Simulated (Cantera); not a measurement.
Source: NASA polynomial tables (part measured, part estimated), evaluated in Cantera. Values are per mole of reaction as written; species without (g) are pure solids or liquids, kept so even where they would boil at 1 bar. VN: taken at fixed stoichiometry.

3 VN + 5 NO₂(g) → 3 VO₂(g) + 4 N₂O(g)

```tsv
T (K)	ΔH° (kJ)	ΔS° (J/K)	ΔG° (kJ)	log10 K
300	___	___	___	___
573	___	___	___	___
723	___	___	___	___
873	94.6	338.2	-200.7	12.01
1023	89.1	332.5	-251.0	12.82
1173	83.1	327.0	-300.5	13.38
1323	___	___	___	___
1473	69.1	316.4	-397.0	14.08
```

### Question
What belongs in the gaps?

### Answer

- 300, ΔH° (kJ): 109.0
- 300, ΔS° (J/K): 363.1
- 300, ΔG° (kJ): 0.0
- 300, log10 K: -0.01
- 573, ΔH° (kJ): 103.6
- 573, ΔS° (J/K): 350.8
- 573, ΔG° (kJ): -97.4
- 573, log10 K: 8.88
- 723, ΔH° (kJ): 99.4
- 723, ΔS° (J/K): 344.3
- 723, ΔG° (kJ): -149.5
- 723, log10 K: 10.80
- 1323, ΔH° (kJ): 76.4
- 1323, ΔS° (J/K): 321.6
- 1323, ΔG° (kJ): -349.1
- 1323, log10 K: 13.78
